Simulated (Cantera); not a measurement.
Input: 1 mol MgCO3, 0.056 mol SO3, 1.5 mol CO2, at 675 K and 2.40 bar.

These are equilibrium values from Cantera (NASA tables, ideal gas, pure condensed phases), not measurements of a reactor. Candidate condensed phases: C, Mg, MgCO3, MgO, MgS, MgSO4, S; 26 gas species. Kinetics and transport are ignored.

Base state: CO2 1.00 (mole fractions); condensed: MgCO3(s) + MgSO4(s).

**Question.** What changes in the equilibrium state with this change: pressure from 2.40 bar to 0.340 bar?

**Answer.** 
| species | before | after |
|---|---|---|
| CO2 | 1.00 | 1.00 |
| MgCO3(s), mol | 0.944 | 0 |
| MgSO4(s), mol | 0.0560 | 0.0560 |
| MgO(s), mol | 0 | 0.944 |
